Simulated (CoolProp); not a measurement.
Ethylene along the isobar 15500 kPa: fugacity coefficient from the reference equation and from simpler models built on Tc = 282.4 K, pc = 5042 kPa, ω = 0.087; each cubic takes its own stable root.

The numbers come from the reference Helmholtz-energy equation of state, Smukala 2000 in CoolProp.

```json
[
 {"T (K)": "180.4", "phase": "liquid", "reference": "0.01901"},
 {"T (K)": "201.1", "phase": "liquid", "reference": "0.04503"},
 {"T (K)": "221.9", "phase": "liquid", "reference": "0.08783"},
 {"T (K)": "242.6", "phase": "liquid", "reference": "0.1478"},
 {"T (K)": "263.3", "phase": "liquid", "reference": "0.2231"},
 {"T (K)": "284.1", "phase": "supercritical", "reference": "0.3098"},
 {"T (K)": "304.8", "phase": "supercritical", "reference": "0.4011"},
 {"T (K)": "325.6", "phase": "supercritical", "reference": "0.4911"},
 {"T (K)": "346.3", "phase": "supercritical", "reference": "0.5727"},
 {"T (K)": "367", "phase": "supercritical", "reference": "0.6430"},
 {"T (K)": "387.8", "phase": "supercritical", "reference": "0.7023"},
 {"T (K)": "408.5", "phase": "supercritical", "reference": "0.7516"},
 {"T (K)": "429.3", "phase": "supercritical", "reference": "0.7931"},
 {"T (K)": "450", "phase": "supercritical", "reference": "0.8280"}
]
```

Problem. How far does each simpler model (Redlich-Kwong, Soave-Redlich-Kwong, Peng-Robinson) lie from the reference over these 14 states: mean and median of the absolute difference, and the worst?

Solution. 
- Redlich-Kwong: mean 3.9 %, median 2.1 %, worst +9.2 % at 221.9 K and 15500 kPa
- Soave-Redlich-Kwong: mean 3.3 %, median 3.2 %, worst +4.3 % at 284.1 K and 15500 kPa
- Peng-Robinson: mean 3.2 %, median 3.3 %, worst -3.6 % at 201.1 K and 15500 kPa
